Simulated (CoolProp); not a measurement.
A single-stage vapour-compression cycle with propylene: evaporating at 208.15 K (dew point), condensing at 246.15 K (bubble point), superheat 5 K, subcooling 8 K, compressor efficiency 0.9, no pressure losses. Each further row changes one setting.

Values from CoolProp's reference Helmholtz-energy equation of state, Lemmon 2013.

```
case                              cooling COP  pressure ratio  discharge temperature (K)  refrigerating effect (kJ/kg)  volumetric capacity (kJ/m³)
--------------------------------  -----------  --------------  -------------------------  ----------------------------  ---------------------------
as stated                                4.45            5.56                      282.8                           398                          410
evaporating temperature 213.15 K         5.35            4.27                      277.3                           404                          532
condensing temperature 241.15 K          5.22            4.59                      274.7                           409                          422
subcooling 13 K                          4.58            5.56                      282.8                           409                          422
superheat 15 K                           4.39            5.56                      293.7                           411                          403
compressor efficiency 0.8                3.96            5.56                      290.0                           398                          410
```
